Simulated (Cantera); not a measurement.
An isothermal, constant-pressure homogeneous reactor starts with 2.72 % CO, 2.44 % O2, 1.03 % H2O, 93.8 % N2, at 975 K and 101000 Pa.

Cantera simulation using GRI-Mech 3.0 (53 species, 325 reactions); the numbers are that mechanism's predictions, not measurements.

x: mole fraction; the columns are a selection and need not sum to one.

```tsv
t (s)	x CO	x O2	x H2O	x H	x HO2	x N2O
0.000200	0.0272	0.0244	0.0103	1.42e-12	2.42e-12	<1e-12
0.000632	0.0272	0.0244	0.0103	5.70e-12	3.47e-11	<1e-12
0.00200	0.0272	0.0244	0.0103	1.84e-11	3.39e-10	<1e-12
0.00632	0.0272	0.0244	0.0103	6.64e-11	2.66e-9	<1e-12
0.0200	0.0272	0.0244	0.0103	6.58e-10	3.46e-8	6.88e-12
0.0632	0.0272	0.0244	0.0103	…	2.61e-6	1.07e-9
0.200	0.0263	0.0239	0.0103	…	4.22e-6	1.52e-8
0.632	0.0228	0.0222	0.0103	…	4.68e-6	6.52e-8
2.00	0.0133	0.0175	0.0103	…	4.04e-6	1.98e-7
6.32	0.00254	0.0122	0.0104	…	2.12e-6	3.84e-7
20.0	0.000123	0.0110	0.0105	9.90e-10	3.55e-7	4.58e-7
```

**Question.** What belongs in the gaps?

**Answer.** 
- 0.0632, x H: 7.07e-8
- 0.200, x H: 1.58e-7
- 0.632, x H: 1.99e-7
- 2.00, x H: 1.68e-7
- 6.32, x H: 4.46e-8
